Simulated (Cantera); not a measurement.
Input (Python, Cantera) and output of one run.

```python
import numpy as np
import cantera as ct

gas_names = """
    Cu CuF CuF2 CuO Cu2 F FO FO2 F2 F2O O O2 O3
""".split()
cond_names = """
    Cu(cr) Cu(L) CuF2(s) CuF2(L) CuO(s) Cu2O(s) Cu2O(L)
""".split()


# ... load() reads the species with a 1 bar reference pressure and builds the phases ...
atoms = {
    'CuO': {'Cu': 1, 'O': 1},
    'F2': {'F': 2},
}
top_T = {'CuO(s)': 1390}  # K; cautious upper limits of use, not melting points


# ... equilibrate(T, P, feed) seeds the gas with the atoms and calls Mixture.equilibrate('TP', solver="vcs", rtol=1e-11, max_steps=5000) ...
results = []
feed = {'CuO': 1, 'F2': 3.4}  # mol
P = 3600  # Pa
for T in [650, 725, 800, 875, 950, 1025, 1100, 1175, 1250, 1325]:
    mix = equilibrate(T, P, feed)
    results.append((T, P, feed, dict(zip(mix.species_names, mix.species_moles))))

top = {s: max(r[3][s] / sum(r[3][g] for g in gas_names) for r in results) for s in gas_names}
cols = sorted((s for s in top if top[s] > 1e-05), key=lambda s: -top[s])[:8]
seen = [c for c in cond_names if any(r[3].get(c, 0) > 1e-12 for r in results)]
print("log10 of partial pressures in bar; condensed amounts in mol")
print(f"{'T/K':>10s}" + "".join(f"{s[:9]:>10s}" for s in cols + seen))
for T, P, feed, n in results:
    ng = sum(n[g] for g in gas_names)
    print(f"{T:10.4g}" + "".join(f"{np.log10(max(n[s] / ng * P / 1e5, 1e-99)):10.3f}" for s in cols)
          + "".join(f"{n.get(c, 0):10.4g}" for c in seen))
```

It prints:

```
log10 of partial pressures in bar; condensed amounts in mol
       T/K        F2         F        O2      CuF2       FO2   CuF2(s)   CuF2(L)
       650    -1.527    -4.072    -2.208   -12.211    -6.450         1         0
       725    -1.531    -3.397    -2.210   -10.027    -6.346         1         0
       800    -1.545    -2.853    -2.216    -8.268    -6.271         1         0
       875    -1.581    -2.412    -2.231    -6.823    -6.230         1         0
       950    -1.659    -2.064    -2.263    -5.618    -6.238    0.9998         0
      1025    -1.809    -1.808    -2.313    -4.599    -6.310    0.9974         0
      1100    -2.053    -1.643    -2.375    -3.728    -6.447    0.9778         0
      1175    -2.391    -1.561    -2.431    -3.123    -6.630         0    0.8984
      1250    -2.797    -1.543    -2.479    -2.618    -6.844         0    0.6369
      1325    -3.250    -1.573    -2.537    -2.236    -7.097         0         0
```

These are equilibrium values from Cantera (NASA tables, ideal gas, pure condensed phases), not measurements of a reactor.
